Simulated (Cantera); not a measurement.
A perfectly stirred reactor is fed with 25.6 % NO, 74.4 % N2, at 0.810 bar; it is held at 2098 K, and followed from long to short residence time.

Computed with Cantera and GRI-Mech 3.0 (53 species, 325 reactions).

**Question.** Predict: x(NO) at τ = 3.20 s; x(N2O) at τ = 3.20 s; x(O2) at τ = 3.20 s; x(N2) at τ = 3.20 s; x(NO2) at τ = 3.20 s; x(NO) at τ = 55.0 ms; x(N2O) at τ = 55.0 ms; x(O2) at τ = 55.0 ms; x(N2) at τ = 55.0 ms; x(NO2) at τ = 55.0 ms.

**Answer.** 
```json
{
  "x(NO) at τ = 3.20 s": "0.0441",
  "x(N2O) at τ = 3.20 s": "1.24e-6",
  "x(O2) at τ = 3.20 s": "0.106",
  "x(N2) at τ = 3.20 s": "0.850",
  "x(NO2) at τ = 3.20 s": "4.16e-5",
  "x(NO) at τ = 55.0 ms": "0.236",
  "x(N2O) at τ = 55.0 ms": "2.71e-5",
  "x(O2) at τ = 55.0 ms": "0.0101",
  "x(N2) at τ = 55.0 ms": "0.754",
  "x(NO2) at τ = 55.0 ms": "8.12e-5"
}
```
